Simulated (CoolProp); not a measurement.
Vapour pressure (MPa) of oxygen: the reference equation beside estimates from Tc = 154.6 K, pc = 5.046 MPa, ω = 0.022. Clausius-Clapeyron is anchored at 94.8 K with a constant enthalpy of vaporisation of 6.668 kJ/mol.

Computed with CoolProp (reference Helmholtz-energy equation of state, Schmidt 1985).

```tsv
T (K)	reference	Lee-Kesler	Clausius-Clapeyron	van der Waals	Redlich-Kwong	Soave-Redlich-Kwong	Peng-Robinson
86	0.06391	0.06300	0.06735	0.2792	0.04455	0.06202	0.06499
88.9	0.08837	0.08732	0.09129	0.3415	0.06518	0.08620	0.08961
91.8	0.1195	0.1184	0.1214	0.4127	0.09256	0.1172	0.1209
94.8	0.1601	0.1589	0.1601	0.4965	0.1294	0.1575	0.1616
97.7	0.2084	0.2073	0.2057	0.5877	0.1746	0.2059	0.2100
100.6	0.2670	0.2661	0.2607	0.6896	0.2308	0.2648	0.2688
103.5	0.3372	0.3366	0.3259	0.8026	0.2994	0.3355	0.3392
106.4	0.4203	0.4200	0.4025	0.9272	0.3818	0.4194	0.4224
109.4	0.5213	0.5213	0.4949	1.069	0.4832	0.5215	0.5236
112.3	0.6347	0.6351	0.5981	1.219	0.5985	0.6365	0.6374
```

Absolute difference from the reference over all 10 rows, mean and median: Lee-Kesler 0.5 and 0.4 %, Clausius-Clapeyron 3.2 and 3.3 %, van der Waals 187.5 and 170.1 %, Redlich-Kwong 16.1 and 14.9 %, Soave-Redlich-Kwong 1.2 and 1.0 %, Peng-Robinson 0.9 and 0.7 %.
